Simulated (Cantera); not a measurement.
Charge: 1 mol HgO, 6.4 mol H2, held at 1325 K and 17.3 Torr.

Equilibrium computed with Cantera from the NASA thermochemical tables; the gas is ideal and each condensed phase is pure. Candidate condensed phases: H2O, Hg, HgO; 10 gas species. Kinetics and transport are ignored.

Base state: H2 0.730, Hg 0.135, H2O 0.135 (mole fractions); condensed: gas only.

Q: What changes in the equilibrium state with this change: H2 from 6.4 to 0.19 mol?

A: 
| species | before | after |
|---|---|---|
| Hg | 0.135 | 0.627 |
| O2 | <1e-9 | 0.254 |
| H2O | 0.135 | 0.119 |
| H2 | 0.730 | 2.09e-7 |
| OH | 2.49e-8 | 4.10e-5 |
